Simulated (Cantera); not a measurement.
A closed system holds: 1 mol CH₃SiCl₃, 0.0059 mol C₂H₄, 260 mol H₂, held at 1448.15 K and 1.00 bar.

These are equilibrium values from Cantera (NASA tables, ideal gas, pure condensed phases), not measurements of a reactor. Candidate condensed phases: C, C₆H₆, C₇H₈, C₈H₁₈, Si, SiC; 109 gas species. The feed counts by its element totals alone. Rates play no part.

Q: What is the equilibrium state?

A: 
* **x(H₂)**: 0.989
* **x(HCl)**: 0.0113
* **x(CH₄)**: 0.000119
* **x(SiCl₂)**: 6.38e-5
* **x(H)**: 9.18e-6
* **x(SiH₂Cl₂)**: 3.26e-6
* **x(SiHCl₃)**: 2.80e-6
* **x(SiCl₃)**: 2.54e-6
* **x(SiH₃Cl)**: 1.10e-6
* **n(SiC(s))**: 0.980 mol
* **gas amount**: 263.0 mol
* **log10 activity of Si(s) (absent)**: -0.79
* **log10 activity of C(graphite) (absent)**: -1.44
